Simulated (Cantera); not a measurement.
Feed: 1 mol (CH3)2SiCl2, 2 mol HCl, 1900 mol H2, 0.093 mol C2H2, at 1550 K and 10000 Pa.

Method: chemical equilibrium by Gibbs-energy minimisation in Cantera with the NASA 1993 tables (ideal gas, pure condensed phases). Candidate condensed phases: C, C6H6, C7H8, C8H18, Si, SiC; 109 gas species. The feed counts by its element totals alone. The numbers say what is thermodynamically allowed, not how fast it happens.

Question: What is the equilibrium state?

Answer: 
| Quantity | Result |
|---|---|
| x(H2) | 0.998 |
| x(HCl) | 0.00210 |
| x(CH4) | 0.000202 |
| x(H) | 9.95e-5 |
| x(C2H2 (acetylene)) | 1.60e-5 |
| n(C(graphite)) | 0.738 mol |
| n(SiC(s)) | 1.000 mol |
| gas amount | 1906 mol |
| log10 activity of Si(s) (absent) | -2.06 |
